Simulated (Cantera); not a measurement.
A freely propagating, adiabatic, planar premixed flame of H2 : O2 : N2 : H2O = 1 : 0.25 : 0.94 : 0.027 (molar parts), unburnt at 575 K and 1580 Torr; mixture-averaged transport, grid criteria slope 0.08 and curve 0.16, no radiation.

Computed with Cantera and the H2/O2 subset of GRI-Mech 3.0, which has no nitrogen chemistry. The hydrogen kinetics of GRI-Mech 3.0 are dated; newer H2 mechanisms differ, most at raised pressure. Burning velocities carry a grid error of a few per cent, more on coarse grids.

### Question
Predict: laminar burning velocity; thermal thickness; peak x(H2O2); peak x(H); peak x(O); peak x(OH).

### Answer
laminar burning velocity: 857 cm/s
thermal thickness: 0.169 mm
peak x(H2O2): 2.47e-5
peak x(H): 0.0733
peak x(O): 0.00339
peak x(OH): 0.00505
